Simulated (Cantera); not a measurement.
Cantera run:

```python
import numpy as np
import cantera as ct

gas_names = """
    Br Br2 Si SiBr SiBr2 SiBr3 SiBr4 Si2 Si3
""".split()
cond_names = """
    Br2(cr) Br2(L) Si(cr) Si(L)
""".split()


# ... load() reads the species with a 1 bar reference pressure and builds the phases ...
atoms = {
    'Si': {'Si': 1},
    'Br2': {'Br': 2},
}
top_T = {}  # K; cautious upper limits of use, not melting points


# ... equilibrate(T, P, feed) seeds the gas with the atoms and calls Mixture.equilibrate('TP', solver="vcs", rtol=1e-11, max_steps=5000) ...
results = []
feed = {'Si': 1, 'Br2': 2.9}  # mol
T = 648  # K
P = 6.8  # Pa
mix = equilibrate(T, P, feed)
results.append((T, P, feed, dict(zip(mix.species_names, mix.species_moles))))
print(gas.report(threshold=1e-06))
for i in range(1, mix.n_phases):
    print(f"{mix.phase(i).name:16s} {mix.phase_moles(i):12.5e} mol")
```

Result:

```
       temperature   648 K
          pressure   6.8 Pa
           density   0.00032638 kg/m^3
  mean mol. weight   258.59 kg/kmol
   phase of matter   gas

                          1 kg             1 kmol
                     ---------------   ---------------
          enthalpy       -6.9178e+05       -1.7889e+08  J
   internal energy       -7.1262e+05       -1.8428e+08  J
           entropy            1765.8        4.5663e+05  J/K
    Gibbs function        -1.836e+06       -4.7479e+08  J
 heat capacity c_p            282.56             73068  J/K
 heat capacity c_v             250.4             64753  J/K

                      mass frac. Y      mole frac. X     chem. pot. / RT
                     ---------------   ---------------   ---------------
                Br        0.00025205         0.0008157           -17.587
               Br2           0.29236           0.47308           -35.173
             SiBr4           0.70739            0.5261           -135.85
     [   +6 minor]        2.5975e-12        2.5082e-12

Br2(L)            0.00000e+00 mol
Si(cr)            0.00000e+00 mol
```

Cantera equilibrium calculation (NASA polynomials, part measured and part estimated; ideal gas, pure solids and liquids).
